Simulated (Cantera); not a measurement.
**Equilibrium for boron, boron nitride and boron oxide: B2H6 + N2 + H2O**

Charge: 1 mol B2H6, 0.54 mol N2, 0.56 mol H2O, equilibrated at 1650 °C and 10.0 Torr.

Method: chemical equilibrium by Gibbs-energy minimisation in Cantera with the NASA 1993 tables (ideal gas, pure condensed phases). Candidate condensed phases: B, BN, B2O3, B3O3H3, H2O; 39 gas species. The feed counts by its element totals alone. Mutual solubility and eutectic melting of coexisting phases are not modelled. The tables' values for BH2 are old estimates; treat these amounts as uncertain. The numbers say what is thermodynamically allowed, not how fast it happens.

The x(H2) is 0.871. The x(HBO) is 0.0822 and the x(B2O2) comes out as 0.0238. The x(BO) is 0.0113 and the x(H) is 0.00762. The x(N2) is 0.00268 and the x(B2O3) is 0.000727. The x(HBO2) comes out as 0.000352 and the x(BH2) is 0.000257. The n(B(s)) comes out as 0.384 mol, the n(BN(s)) comes out as 1.06 mol and the gas amount is 3.885 mol. The log10 activity of B3O3H3(s) (absent) is -12.27.
